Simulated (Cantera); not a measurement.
Input: 1 mol Si3H8, 0.22 mol Cl2, 13 mol H2, held at 3.60 Torr.

Method: chemical equilibrium by Gibbs-energy minimisation in Cantera with the NASA 1993 tables (ideal gas, pure condensed phases). Candidate condensed phases: Si; 19 gas species. The feed counts by its element totals alone. The tables' values for SiCl3 are old estimates; treat these amounts as uncertain. The numbers say what is thermodynamically allowed, not how fast it happens.

log p: log10 of the partial pressure in bar; n: condensed amount in mol.

```tsv
T (K)	log p H2	log p HCl	log p SiCl4	log p SiCl2	log p SiHCl3	n Si(s)
923	-2.32	-4.35	[?]	-6.21	-5.26	2.92
1023	-2.33	-4.07	[?]	-5.56	-5.61	2.96
1123	-2.33	-3.97	[?]	-5.29	-6.29	2.98
1223	-2.33	-3.96	[?]	-5.21	-7.07	2.98
1323	-2.33	-3.96	[?]	-5.16	-7.76	2.97
1423	-2.33	-3.97	[?]	-5.13	-8.36	2.97
1523	-2.33	-3.97	[?]	-5.10	-8.88	2.97
```

Complete the blanks.


- 923, log p SiCl4: -4.83
- 1023, log p SiCl4: -5.27
- 1123, log p SiCl4: -6.17
- 1223, log p SiCl4: -7.19
- 1323, log p SiCl4: -8.10
- 1423, log p SiCl4: -8.89
- 1523, log p SiCl4: -9.57
